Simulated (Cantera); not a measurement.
Charge: 1 mol Fe₂O₃, 440 mol H₂, 6.8 mol H₂O, equilibrated at 1098 K and 1.20 bar.

These are equilibrium values from Cantera (NASA tables, ideal gas, pure condensed phases), not measurements of a reactor. Candidate condensed phases: Fe, FeO, Fe(OH)₂, Fe(OH)₃, Fe₂O₃, Fe₃O₄, H₂O; 12 gas species. The numbers say what is thermodynamically allowed, not how fast it happens.

Base state: H₂ 0.978, H₂O 0.0219 (mole fractions); condensed: Fe(α).

### Question
What changes in the equilibrium state with this change: Fe₂O₃ replaced by FeS?

### Answer
```
species      before    after
-----------  ------  -------
H₂            0.978    0.983
H₂O          0.0219   0.0152
H₂S               0  0.00221
Fe(α), mol     2.00    0.989
FeS(s), mol       0   0.0109
```
Mutual solubility and eutectic melting of coexisting phases are not modelled. FeS: taken at fixed stoichiometry. Further candidate phases: FeS, FeSO₄, FeS₂, Fe₂(SO₄)₃, H₂SO₄, S.
